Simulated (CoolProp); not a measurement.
Vapour-liquid equilibrium of acetone (1) + water (2) at 1230 kPa; x and y are mole fractions of (1).

Computed with CoolProp (multi-fluid Helmholtz-energy mixture model, Lemmon 2006 and Wagner 2002; pair parameters Bell 2016).

Problem. Give the bubble temperature and the first vapour's composition at x = 0.275, 0.35, 0.725. Is there an azeotrope?

Solution. x = 0.275: 437.2 K, y = 0.532; x = 0.35: 434.8 K, y = 0.578; x = 0.725: 428.4 K, y = 0.772. No azeotrope shows between x = 0.05 and 0.95.

The pair parameters rest on a limited set of measurements; away from them the model extrapolates.
